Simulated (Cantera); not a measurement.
**Silicon nitride deposition: Si2Cl6 + N2 + NH3**

Input: 1 mol Si2Cl6, 21 mol N2, a varied amount of NH3, at 1373.15 K and 19.0 Pa.

Equilibrium computed with Cantera from the NASA thermochemical tables; the gas is ideal and each condensed phase is pure. Candidate condensed phases: NH4Cl, Si, Si3N4; 28 gas species. The feed counts by its element totals alone. The tables' values for SiCl3 are old estimates; treat these amounts as uncertain. The numbers say what is thermodynamically allowed, not how fast it happens.

From 0.27 mol NH3 to 0.63 mol NH3 nothing is condensed. From 0.98 mol NH3 to 4.2 mol NH3 the condensed part is Si3N4(s). The main Si-bearing gas is SiCl2 throughout.

```json
[
 {"n(NH3) (mol)": "0.27", "x N2": "0.882", "x H2": "0.000108", "x HCl": "0.0336", "x SiCl2": "0.0518", "x SiCl4": "0.0176", "x SiCl3": "0.0140", "x Cl": "0.000647", "x H": "2.52e-6", "n Si3N4(s)": "0"},
 {"n(NH3) (mol)": "0.63", "x N2": "0.849", "x H2": "0.00385", "x HCl": "0.0675", "x SiCl2": "0.0705", "x SiCl4": "0.00272", "x SiCl3": "0.00644", "x Cl": "0.000218", "x H": "1.50e-5", "n Si3N4(s)": "0"},
 {"n(NH3) (mol)": "0.98", "x N2": "0.830", "x H2": "0.0180", "x HCl": "0.0778", "x SiCl2": "0.0704", "x SiCl4": "0.000774", "x SiCl3": "0.00343", "x Cl": "0.000116", "x H": "3.24e-5", "n Si3N4(s)": "0.0238"},
 {"n(NH3) (mol)": "1.3", "x N2": "0.814", "x H2": "0.0282", "x HCl": "0.0914", "x SiCl2": "0.0625", "x SiCl4": "0.000603", "x SiCl3": "0.00286", "x Cl": "0.000109", "x H": "4.07e-5", "n Si3N4(s)": "0.0866"},
 {"n(NH3) (mol)": "1.7", "x N2": "0.796", "x H2": "0.0423", "x HCl": "0.104", "x SiCl2": "0.0546", "x SiCl4": "0.000453", "x SiCl3": "0.00231", "x Cl": "0.000101", "x H": "4.98e-5", "n Si3N4(s)": "0.150"},
 {"n(NH3) (mol)": "2", "x N2": "0.784", "x H2": "0.0534", "x HCl": "0.111", "x SiCl2": "0.0497", "x SiCl4": "0.000371", "x SiCl3": "0.00200", "x Cl": "9.60e-5", "x H": "5.60e-5", "n Si3N4(s)": "0.188"},
 {"n(NH3) (mol)": "2.4", "x N2": "0.768", "x H2": "0.0685", "x HCl": "0.117", "x SiCl2": "0.0442", "x SiCl4": "0.000290", "x SiCl3": "0.00166", "x Cl": "8.99e-5", "x H": "6.34e-5", "n Si3N4(s)": "0.231"},
 {"n(NH3) (mol)": "2.8", "x N2": "0.753", "x H2": "0.0836", "x HCl": "0.122", "x SiCl2": "0.0397", "x SiCl4": "0.000231", "x SiCl3": "0.00141", "x Cl": "8.46e-5", "x H": "7.00e-5", "n Si3N4(s)": "0.267"},
 {"n(NH3) (mol)": "3.1", "x N2": "0.742", "x H2": "0.0948", "x HCl": "0.125", "x SiCl2": "0.0368", "x SiCl4": "0.000196", "x SiCl3": "0.00125", "x Cl": "8.11e-5", "x H": "7.45e-5", "n Si3N4(s)": "0.289"},
 {"n(NH3) (mol)": "3.5", "x N2": "0.729", "x H2": "0.110", "x HCl": "0.127", "x SiCl2": "0.0334", "x SiCl4": "0.000160", "x SiCl3": "0.00108", "x Cl": "7.69e-5", "x H": "8.01e-5", "n Si3N4(s)": "0.316"},
 {"n(NH3) (mol)": "3.8", "x N2": "0.719", "x H2": "0.120", "x HCl": "0.128", "x SiCl2": "0.0313", "x SiCl4": "0.000139", "x SiCl3": "0.000969", "x Cl": "7.40e-5", "x H": "8.40e-5", "n Si3N4(s)": "0.333"},
 {"n(NH3) (mol)": "4.2", "x N2": "0.707", "x H2": "0.134", "x HCl": "0.129", "x SiCl2": "0.0287", "x SiCl4": "0.000116", "x SiCl3": "0.000848", "x Cl": "7.05e-5", "x H": "8.88e-5", "n Si3N4(s)": "0.353"}
]
```
x: gas mole fraction; n: condensed amount in mol.
